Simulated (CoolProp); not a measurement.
A simple Rankine cycle with carbonyl sulfide: condensing at 328.15 K, boiler at 4.92 MPa, turbine inlet 365.8 K, turbine efficiency 0.75, pump efficiency 0.8, no recuperator. Each further row changes one setting.

Values from CoolProp's reference Helmholtz-energy equation of state, Lemmon 2006. It is a short technical equation, of lower accuracy than the large ones.

| case | thermal efficiency (%) | net work (kJ/kg) | heat in (kJ/kg) | turbine exit temperature (K) | volume ratio over the turbine |
|---|---|---|---|---|---|
| as stated | 5.7 | ? | 193 | 328.1 | ? |
| turbine inlet 385.8 K | 6.3 | 14.2 | 227 | 334.8 | 1.87 |
| condensing temperature 320.15 K | ? | ? | ? | 320.1 | ? |
| boiler pressure 3.44 MPa | 3.2 | 7.40 | 230 | 343.5 | ? |
| turbine efficiency 0.65 | 4.7 | 9.16 | 193 | 328.1 | 2.07 |

Task: What belongs in the gaps?

Result: 
- as stated, net work (kJ/kg): 11.1
- as stated, volume ratio over the turbine: 2.05
- condensing temperature 320.15 K, thermal efficiency (%): 7.0
- condensing temperature 320.15 K, net work (kJ/kg): 14.3
- condensing temperature 320.15 K, heat in (kJ/kg): 205
- condensing temperature 320.15 K, volume ratio over the turbine: 2.44
- boiler pressure 3.44 MPa, volume ratio over the turbine: 1.33

The expansion ends wet for: as stated; condensing temperature 320.15 K; turbine efficiency 0.65.
